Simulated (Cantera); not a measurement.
A diamond (100) surface in a fixed gas of H2 with x(CH4) = 0.0039, x(H) = 0.00046, at 1125 K, 218 Torr; coverages are run to steady state.

Cantera simulation using the Harris–Goodwin 1993 mechanism for the reconstructed diamond (100) surface; the numbers are that mechanism's predictions, not measurements.

One state of this run: growth (µm/h) = 20.5; θ c6HH = 0.476; θ c6H* = 0.0263; θ c6*H = 0.394; θ c6** = 0.0118; θ c6HM = 0.0581. θ: site fractions in the mechanism's names (c6HH fully hydrogenated, c6H* and c6*H radical sites, c6** diradical, c6HM methylated).

### Question
Which value of x(CH3) does it belong to?
A) 0.00051
B) 0.00011
C) 0.00023
D) 2.2e-06

### Answer
C, 0.00023
